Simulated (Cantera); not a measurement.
**Equilibrium for halide evaporation, hydrolysis and transport: PbF₂ + H₂**

Charge: 1 mol PbF₂, 0.8 mol H₂, equilibrated at 0.100 bar.

Equilibrium computed with Cantera from the NASA thermochemical tables; the gas is ideal and each condensed phase is pure. Candidate condensed phases: Pb, PbF₂; 16 gas species. Mutual solubility and eutectic melting of coexisting phases are not modelled. Equilibrium is a limit: real reactors are often held back by kinetics, nucleation or transport.

From 673 K to 1073 K the condensed part is Pb(l) + PbF₂(s). The main Pb-bearing gas is PbF₄ throughout.

```
T (K)   x HF     x H₂    x PbF₄    x PbF₂  n Pb(l)  n PbF₂(s)
-----  -----  -------  --------  --------  -------  ---------
673    0.369    0.631   3.22e-8   1.92e-9    0.181      0.819
723    0.614    0.386   3.88e-7   3.13e-8    0.355      0.645
773    0.812    0.188   3.16e-6   3.42e-7    0.547      0.453
823    0.919   0.0809   1.90e-5   2.72e-6    0.680      0.320
873    0.965   0.0346   8.97e-5   1.67e-5    0.747      0.253
923    0.984   0.0157  0.000352   8.27e-5    0.776      0.223
973    0.991  0.00760   0.00118  0.000345    0.790      0.208
1023   0.991  0.00395   0.00347   0.00124    0.799      0.193
1073   0.984  0.00217   0.00915   0.00391    0.810      0.167
```
x: gas mole fraction; n: condensed amount in mol.
